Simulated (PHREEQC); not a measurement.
0.25 g of hydrous ferric oxide (600 m²/g; 0.2 weak and 0.005 strong sites per Fe, Dzombak-Morel constants, diffuse double layer) in 1 kg of water with 0.001 mol/kgw of an inert sodium salt, at 25 °C; the pH is set by adding NaOH or the inert anion's acid. Oxygen is held at 0.21 atm. The system is closed to CO2. Nothing may precipitate in this run.

Computed with PHREEQC (ion-association model, wateq4f.dat).

### Question
Predict surface charge σ (C/m²), surface potential ψ (mV) at pH = 6, 7.33, 8, 8.67, 10.

### Answer
| pH | surface charge σ (C/m²) | surface potential ψ (mV) |
|---|---|---|
| 6 | 0.019 | 119 |
| 7.33 | 0.004 | 45 |
| 8 | 0.000 | 6 |
| 8.67 | -0.003 | -32 |
| 10 | -0.016 | -107 |

Complexes and solids missing from the database can't appear.
